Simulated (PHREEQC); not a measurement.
## Acid rinse or clean (model solution)

Make-up at 20 °C: 1.6 mmol/kgw HBr, 0.13 mmol/kgw CuSO4 and 40 mmol/kgw MnSO4. Closed to the air; pH follows from the charge balance.

Model: ion-association model, phreeqc.dat, run in PHREEQC.

pH: 3.15
ionic strength: 0.102 mol/kgw
specific conductance: 4400 µS/cm
density: 1.004 g/cm³
total alkalinity: -1.60 meq/kg

```
species  molality  activity   log γ
-------  --------  --------  ------
Mn+2       0.0253    0.0101  -0.396
SO4-2      0.0246   0.00920  -0.428
MnSO4      0.0147    0.0151   0.010
Br-       0.00160   0.00121  -0.123
H+       0.000865  0.000715  -0.083
HSO4-    0.000735  0.000574  -0.107
Cu+2      7.60e-5   3.05e-5  -0.396
```

No solid was allowed to form.
